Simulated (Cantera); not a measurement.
An isothermal, constant-pressure homogeneous reactor starts with H₂ : O₂ = 0.39 : 1 (molar parts), equivalence ratio 0.20, at 975 K and 390 Pa.

Cantera simulation using GRI-Mech 3.0 (53 species, 325 reactions); the numbers are that mechanism's predictions, not measurements. Radical loss at walls, strong at low pressure, is not modelled. The temperature is held fixed by assumption; the heat of reaction is taken as removed at once.

x: mole fraction; the columns are a selection and need not sum to one.

```csv
t (s),x H₂,x O₂,x H₂O₂,x H₂O,x H,x O,x OH
0.000700,0.281,0.719,<1e-12,1.17e-10,2.49e-10,6.60e-11,2.69e-11
0.00305,0.281,0.719,<1e-12,1.52e-8,1.19e-8,4.13e-9,___
0.0133,0.220,0.692,5.76e-8,0.0430,0.0326,0.00976,___
0.0577,0.00845,0.640,1.09e-7,0.276,0.0461,0.0255,___
0.251,0.000466,0.672,1.89e-7,0.325,0.000451,0.00126,___
1.09,1.35e-5,0.674,6.97e-8,0.326,2.31e-6,3.78e-5,___
4.75,1.02e-6,0.674,2.00e-8,0.326,5.95e-8,3.30e-6,___
20.7,1.42e-7,0.674,6.15e-9,0.326,3.46e-9,4.97e-7,___
90.0,2.56e-8,0.674,1.83e-9,0.326,2.80e-10,9.31e-8,___
```

Some entries are withheld; supply them.


- 0.00305, x OH: 1.49e-9
- 0.0133, x OH: 0.00311
- 0.0577, x OH: 0.00376
- 0.251, x OH: 0.000787
- 1.09, x OH: 0.000135
- 4.75, x OH: 3.99e-5
- 20.7, x OH: 1.55e-5
- 90.0, x OH: 6.68e-6
